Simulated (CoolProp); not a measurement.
Model: reference Helmholtz-energy equation of state, Lemmon 2006, in CoolProp. It is a short technical equation, of lower accuracy than the large ones.

Question: For carbonyl sulfide, give the phase and the cp (kJ/(kg K)), cv (kJ/(kg K)) at 346.85 °C and 0.0101 MPa; 346.85 °C and 0.0362 MPa; 346.85 °C and 0.247 MPa.

Answer: 
- 346.85 °C and 0.0101 MPa: gas; cp 0.860, cv 0.721
- 346.85 °C and 0.0362 MPa: gas; cp 0.860, cv 0.721
- 346.85 °C and 0.247 MPa: gas; cp 0.862, cv 0.722
